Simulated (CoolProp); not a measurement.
Properties of dimethyl carbonate along the isobar 101 kPa.

Model: reference Helmholtz-energy equation of state, Zhou 2011, in CoolProp.

```tsv
T (°C)	phase	Z	cv (kJ/(kg K))	Joule-Thomson coefficient (K/MPa)	isothermal compressibility (1/MPa)	expansivity (1/kK)	fugacity coefficient
265.75	gas	0.9921	1.661	7.182	9.981	1.904	0.9921
272.55	gas	0.9924	1.674	6.948	9.977	1.878	0.9924
279.35	gas	0.9927	1.686	6.728	9.974	1.853	0.9927
286.05	gas	0.9930	1.698	6.522	9.971	1.829	0.9930
292.85	gas	0.9932	1.711	6.323	9.969	1.806	0.9933
299.65	gas	0.9935	1.723	6.135	9.966	1.783	0.9935
306.45	gas	0.9937	1.734	5.957	9.964	1.761	0.9938
313.25	gas	0.9940	1.746	5.787	9.961	1.739	0.9940
320.05	gas	0.9942	1.757	5.625	9.959	1.718	0.9942
326.85	gas	0.9944	1.768	5.471	9.957	1.698	0.9944
```
